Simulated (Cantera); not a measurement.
A freely propagating, adiabatic, planar premixed flame of CO : H2 : CH4 : O2 : N2 = 1 : 1.3 : 0.6 : 1.68 : 5.87 (molar parts), unburnt at 525 K and 5.00 bar; multicomponent transport, grid criteria slope 0.08 and curve 0.16, no radiation.

Detailed kinetics in Cantera: GRI-Mech 3.0 (53 species, 325 reactions). Burning velocities carry a grid error of a few per cent, more on coarse grids.

Q: Predict: laminar burning velocity; thermal thickness; peak x(O); peak x(H); peak x(CH3).

A: 
| Quantity | Result |
|---|---|
| laminar burning velocity | 153 cm/s |
| thermal thickness | 0.0602 mm |
| peak x(O) | 0.00186 |
| peak x(H) | 0.0126 |
| peak x(CH3) | 0.00231 |
